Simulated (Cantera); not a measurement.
Input: 1 mol C6H6, 0.024 mol NH3, 1.6 mol N2, held at 1175 K.

Method: chemical equilibrium by Gibbs-energy minimisation in Cantera with the NASA 1993 tables (ideal gas, pure condensed phases). Candidate condensed phases: C, C6H6, C7H8, C8H18; 92 gas species. The ideal-gas law is rough above about 30 bar. Rates play no part.

log p: log10 of the partial pressure in bar; n: condensed amount in mol.

| P (Pa) | log p H2 | log p N2 | log p CH4 | log p NH3 | log p C2H6 | n C(graphite) |
|---|---|---|---|---|---|---|
| 10 | -4.18 | -4.46 | -10.09 | -12.17 | <-16 | 6.00 |
| 46 | -3.52 | -3.80 | -8.76 | -10.85 | <-15 | 6.00 |
| 220 | -2.84 | -3.12 | -7.40 | -9.49 | <-14 | 6.00 |
| 1000 | -2.19 | -2.46 | -6.09 | -8.17 | -13.17 | 6.00 |
| 4600 | -1.52 | -1.80 | -4.76 | -6.85 | -11.18 | 6.00 |
| 22000 | ? | ? | ? | ? | ? | 5.99 |
| 100000 | -0.19 | -0.46 | -2.10 | -4.18 | -7.19 | 5.96 |
| 460000 | ? | ? | ? | ? | ? | 5.85 |
| 2200000 | 1.05 | 0.93 | 0.38 | -1.63 | -3.48 | 5.55 |
| 10000000 | 1.54 | 1.63 | 1.36 | -0.55 | -2.01 | 5.14 |

Question: Some entries are withheld; supply them.

Answer: 
- 460000, log p H2: 0.45
- 460000, log p N2: 0.22
- 460000, log p CH4: -0.82
- 460000, log p NH3: -2.89
- 460000, log p C2H6: -5.28
- 22000, log p H2: -0.84
- 22000, log p N2: -1.12
- 22000, log p CH4: -3.41
- 22000, log p NH3: -5.49
- 22000, log p C2H6: -9.15
